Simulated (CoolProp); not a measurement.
A closed Brayton cycle with carbon dioxide: compressor inlet 306.15 K and 8.6 MPa, high pressure 19.5 MPa, turbine inlet 700 K, compressor efficiency 0.89, turbine efficiency 0.93, recuperator effectiveness 0.8 (on enthalpy, no pinch check). Each further row changes one setting.

Values from CoolProp's reference Helmholtz-energy equation of state, Span 1996.

```json
[
 {"case": "as stated", "thermal efficiency (%)": "26.4", "net work (kJ/kg)": "76.1", "compressor to turbine work": "0.18", "compressor exit (K)": "326.8", "turbine exit (K)": "607.8"},
 {"case": "turbine inlet 650 K", "thermal efficiency (%)": "25.2", "net work (kJ/kg)": "68.0", "compressor to turbine work": "0.20", "compressor exit (K)": "326.8", "turbine exit (K)": "561.4"},
 {"case": "compressor inlet 316.15 K", "thermal efficiency (%)": "26.5", "net work (kJ/kg)": "62.7", "compressor to turbine work": "0.33", "compressor exit (K)": "371.5", "turbine exit (K)": "607.8"},
 {"case": "high pressure 16.6 MPa", "thermal efficiency (%)": "23.5", "net work (kJ/kg)": "63.4", "compressor to turbine work": "0.17", "compressor exit (K)": "322.3", "turbine exit (K)": "625.6"},
 {"case": "recuperator effectiveness 0.5", "thermal efficiency (%)": "19.2", "net work (kJ/kg)": "76.1", "compressor to turbine work": "0.18", "compressor exit (K)": "326.8", "turbine exit (K)": "607.8"}
]
```
